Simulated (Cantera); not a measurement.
A Cantera script and what it prints.

```python
import numpy as np
import cantera as ct

gas_names = """
    C CH CH2 CH3 CH2OH CH3O CH4 CH3OH CO CO2 COOH C2 C2H CHCO,ketyl C2H2,acetylene C2H2,vinylidene
    CH2CO,ketene C2H3,vinyl CH3CO,acetyl C2H4 C2H4O,ethylen CH3CHO,ethanal CH3COOH (HCOOH)2 C2H5 C2H6
    CH3OCH3 C2H5OH C2O C3 C3H3,propargyl C3H4,allene C3H4,propyne C3H4,cyclo- C3H5,allyl C3H6,propylene
    C3H6,cyclo- C3H6O C3H7,n-propyl C3H7,i-propyl C3H8 C3H8O,1propanol C3H8O,2propanol C3O2 C4 C4H2
    C4H4,1,3-cyclo- C4H6,butadiene C4H6,2-butyne C4H6,cyclo- C4H8,1-butene C4H8,cis2-buten
    C4H8,tr2-butene C4H8,isobutene C4H8,cyclo- (CH3COOH)2 C4H9,n-butyl C4H9,i-butyl C4H9,s-butyl
    C4H9,t-butyl C4H10,isobutane C4H10,n-butane C5 C5H6,1,3cyclo- C5H8,cyclo- C5H10,1-pentene
    C5H10,cyclo- C5H11,pentyl C5H11,t-pentyl C5H12,n-pentane C5H12,i-pentane CH3C(CH3)2CH3 C6H2
    C6H5,phenyl C6H5O,phenoxy C6H6 C6H5OH,phenol C6H10,cyclo- C6H12,1-hexene C6H12,cyclo- C6H13,n-hexyl
    C7H7,benzyl C7H8 C7H8O,cresol C7H14,1-heptene C7H15,n-heptyl C7H16,n-heptane C8H8,styrene
    C8H10,ethylbenz C8H16,1-octene C8H17,n-octyl C8H18,isooctane C8H18,n-octane C9H19,n-nonyl
    C10H8,naphthale C10H21,n-decyl C12H9,o-bipheny C12H10,bipheny H HCO HO2 H2 HCHO,formaldehy HCOOH H2O
    H2O2 Mg MgH MgO MgOH MgO2H2 Mg2 O OH O2 O3
""".split()
cond_names = """
    C(gr) C6H6(L) C7H8(L) C8H18(L),n-octa H2O(s) H2O(L) Mg(cr) Mg(L) MgCO3(s) MgO(s) MgO(L) MgO2H2(s)
""".split()


def load(file, names, dense=False):
    # The tables refer to 1 bar. Condensed volumes are neglected.
    table = {s.name: s for s in ct.Species.list_from_file(file)}
    out = []
    for n in names:
        d = dict(table[n].input_data)
        d["thermo"] = dict(d["thermo"], **{"reference-pressure": 1e5})
        if dense:
            d["equation-of-state"] = {"model": "constant-volume", "density": "1e6 g/cm^3"}
        out.append(ct.Species.from_dict(d))
    return out


gas = ct.Solution(thermo="ideal-gas", species=load("nasa_gas.yaml", gas_names))
cond = {s.name: ct.Solution(thermo="fixed-stoichiometry", species=[s], name=s.name)
        for s in load("nasa_condensed.yaml", cond_names, dense=True)}
atoms = {
    'MgCO3': {'Mg': 1, 'C': 1, 'O': 3},
    'H2O': {'H': 2, 'O': 1},
}
top_T = {'C(gr)': 4500}  # K; cautious upper limits of use, not melting points


def equilibrate(T, P, feed):
    n = {}
    for name, mol in feed.items():
        for a, k in atoms[name].items():
            n[a] = n.get(a, 0.0) + k * mol
    gas.TPX = T, P, n
    mass = sum(n.values()) * gas.mean_molecular_weight
    gas.equilibrate("TP")
    valid = [c for c in cond.values() if c.min_temp <= T <= top_T.get(c.name, c.max_temp)]
    mix = ct.Mixture([(gas, mass / gas.mean_molecular_weight)] + [(c, 0.0) for c in valid])
    mix.T, mix.P = T, P
    mix.equilibrate("TP", solver="vcs", rtol=1e-11, max_steps=5000)
    return mix


results = []
feed = {'MgCO3': 1, 'H2O': 6.4}  # mol
P = 13332.2  # Pa
for T in [1425, 1500, 1575, 1650, 1725, 1800, 1875, 1950, 2025, 2100]:
    mix = equilibrate(T, P, feed)
    results.append((T, P, feed, dict(zip(mix.species_names, mix.species_moles))))

top = {s: max(r[3][s] / sum(r[3][g] for g in gas_names) for r in results) for s in gas_names}
cols = sorted((s for s in top if top[s] > 1e-06), key=lambda s: -top[s])[:8]
seen = [c for c in cond_names if any(r[3].get(c, 0) > 1e-12 for r in results)]
print("log10 of partial pressures in bar; condensed amounts in mol")
print(f"{'T/K':>10s}" + "".join(f"{s[:9]:>10s}" for s in cols + seen))
for T, P, feed, n in results:
    ng = sum(n[g] for g in gas_names)
    print(f"{T:10.4g}" + "".join(f"{np.log10(max(n[s] / ng * P / 1e5, 1e-99)):10.3f}" for s in cols)
          + "".join(f"{n.get(c, 0):10.4g}" for c in seen))
```

Output:

```
log10 of partial pressures in bar; condensed amounts in mol
       T/K       H2O       CO2        H2        O2        CO        OH         H         O    MgO(s)
      1425    -0.938    -1.745    -4.680    -4.879    -5.130    -5.425    -7.506    -8.297         1
      1500    -0.938    -1.745    -4.378    -4.566    -4.772    -5.048    -6.944    -7.675         1
      1575    -0.939    -1.745    -4.105    -4.283    -4.449    -4.707    -6.434    -7.112         1
      1650    -0.939    -1.746    -3.857    -4.025    -4.157    -4.397    -5.970    -6.599         1
      1725    -0.940    -1.748    -3.630    -3.790    -3.892    -4.115    -5.546    -6.131         1
      1800    -0.941    -1.751    -3.423    -3.574    -3.650    -3.856    -5.157    -5.702         1
      1875    -0.943    -1.755    -3.232    -3.376    -3.430    -3.618    -4.799    -5.307    0.9999
      1950    -0.945    -1.762    -3.056    -3.195    -3.229    -3.400    -4.469    -4.943    0.9998
      2025    -0.949    -1.771    -2.893    -3.029    -3.046    -3.199    -4.162    -4.607    0.9997
      2100    -0.954    -1.784    -2.743    -2.876    -2.879    -3.013    -3.878    -4.295    0.9993
```

Method: chemical equilibrium by Gibbs-energy minimisation in Cantera with the NASA 1993 tables (ideal gas, pure condensed phases).
